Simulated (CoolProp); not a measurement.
Model: reference Helmholtz-energy equation of state, Lemmon 2006, in CoolProp. It is a short technical equation, of lower accuracy than the large ones.

Task: For CH3F (R41), give the phase and the density (kg/m³), cv (kJ/(kg K)), isothermal compressibility (1/MPa), expansivity (1/kK) at 151.85 °C and 161 bar; 151.85 °C and 376 bar; 151.85 °C and 430 bar.

Result: 
- 151.85 °C and 161 bar: supercritical; density 232, cv 1.29, isothermal compressibility 0.0777, expansivity 7.15
- 151.85 °C and 376 bar: supercritical; density 482, cv 1.31, isothermal compressibility 0.0133, expansivity 3.90
- 151.85 °C and 430 bar: supercritical; density 513, cv 1.31, isothermal compressibility 0.0102, expansivity 3.40
